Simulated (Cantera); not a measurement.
A perfectly stirred reactor is fed with NO : N₂ = 1 : 0.15 (molar parts), at 0.306 atm; it is held at 1798 K, and followed from long to short residence time.

Computed with Cantera and GRI-Mech 3.0 (53 species, 325 reactions).

What does this change do: pressure from 0.306 atm to 0.0132 atm?


| quantity | before | after |
|---|---|---|
| x(NO) at τ = 1.10 s | 0.766 | 0.863 |
| x(O) at τ = 1.10 s | 5.50e-5 | 0.000165 |
| x(N₂) at τ = 1.10 s | 0.182 | 0.134 |
| x(N₂O) at τ = 1.10 s | 0.000225 | 0.000226 |
| x(O₂) at τ = 1.10 s | 0.0511 | 0.00317 |
| x(NO) at τ = 61.0 ms | 0.863 | 0.869 |
| x(O) at τ = 61.0 ms | 2.67e-5 | 8.49e-5 |
| x(N₂) at τ = 61.0 ms | 0.134 | 0.131 |
| x(N₂O) at τ = 61.0 ms | 0.000272 | 9.29e-5 |
| x(O₂) at τ = 61.0 ms | 0.00310 | 6.99e-5 |
Radical loss at walls, strong at low pressure, is not modelled.

What does this change do: pressure from 0.306 atm to 0.572 atm?


| quantity | before | after |
|---|---|---|
| x(NO) at τ = 1.10 s | 0.766 | 0.706 |
| x(O) at τ = 1.10 s | 5.50e-5 | 4.81e-5 |
| x(N₂) at τ = 1.10 s | 0.182 | 0.212 |
| x(N₂O) at τ = 1.10 s | 0.000225 | 0.000196 |
| x(O₂) at τ = 1.10 s | 0.0511 | 0.0809 |
| x(NO) at τ = 61.0 ms | 0.863 | 0.857 |
| x(O) at τ = 61.0 ms | 2.67e-5 | 2.10e-5 |
| x(N₂) at τ = 61.0 ms | 0.134 | 0.136 |
| x(N₂O) at τ = 61.0 ms | 0.000272 | 0.000285 |
| x(O₂) at τ = 61.0 ms | 0.00310 | 0.00581 |
